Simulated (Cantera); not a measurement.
Charge: 1 mol Cr, 0.92 mol H₂O, a varied amount of H₂, at 6.60 Pa.

These are equilibrium values from Cantera (NASA tables, ideal gas, pure condensed phases), not measurements of a reactor. Candidate condensed phases: Cr, Cr₂O₃, H₂O; 13 gas species. The numbers say what is thermodynamically allowed, not how fast it happens.

Q: What condenses at these points (T in °C, n(H₂) in mol): (1550, 89); (1600, 46); (1600, 89); (1350, 76); (1450, 180)?

A: 
```json
[
 {"T (°C)": "1550", "n(H₂) in mol": "89", "condensed phases": "gas only", "Cr condensed (%)": "0.0"},
 {"T (°C)": "1600", "n(H₂) in mol": "46", "condensed phases": "gas only", "Cr condensed (%)": "0.0"},
 {"T (°C)": "1600", "n(H₂) in mol": "89", "condensed phases": "gas only", "Cr condensed (%)": "0.0"},
 {"T (°C)": "1350", "n(H₂) in mol": "76", "condensed phases": "Cr₂O₃", "Cr condensed (%)": "9.6"},
 {"T (°C)": "1450", "n(H₂) in mol": "180", "condensed phases": "gas only", "Cr condensed (%)": "0.0"}
]
```
